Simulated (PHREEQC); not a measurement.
0.16 g of hydrous ferric oxide (600 m²/g; 0.2 weak and 0.005 strong sites per Fe, Dzombak-Morel constants, diffuse double layer) in 1 kg of water with 0.3 mol/kgw of an inert sodium salt and 0.18 mmol/kgw CaCl2 and 0.0022 mmol/kgw H3BO3, at 25 °C; the pH is set by adding NaOH or the inert anion's acid. O2 is buffered at 0.21 atm. No CO2 enters from the air. No solid was allowed to form.

The series has 13 steps of pH, from 4 to 10.

All values are PHREEQC results (ion-association model, wateq4f.dat), not measurements.

Task: Near which pH is half of the Ca sorbed, and on which side is more sorbed?

Result: Near pH 9.6, with more sorbed at higher pH.

Species that the database lacks are ignored.
